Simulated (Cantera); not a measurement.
An adiabatic, constant-pressure homogeneous reactor starts with CH₄ : O₂ : N₂ : CO₂ = 1 : 2.44 : 24.4 : 5.3 (molar parts), at 950 K and 4.93 atm.

Detailed kinetics in Cantera: GRI-Mech 3.0 (53 species, 325 reactions). Below about 1000 K GRI-Mech 3.0 lacks low-temperature oxidation paths.

**Question.** Predict: time of steepest temperature rise; temperature at 2.00 s; equilibrium temperature; x(O₂) at 2.00 s; x(CO₂) at 2.00 s; x(NO₂) at 2.00 s; x(N₂O) at 2.00 s.

**Answer.** 
| Item | Value |
|---|---|
| time of steepest temperature rise | 1.11 s |
| temperature at 2.00 s | 1571 K |
| equilibrium temperature | 1570 K |
| x(O₂) at 2.00 s | 0.0133 (gas-phase equilibrium 0.0131) |
| x(CO₂) at 2.00 s | 0.190 (gas-phase equilibrium 0.190) |
| x(NO₂) at 2.00 s | 1.92e-9 (gas-phase equilibrium 1.00e-6) |
| x(N₂O) at 2.00 s | 5.41e-8 (gas-phase equilibrium 5.35e-8) |
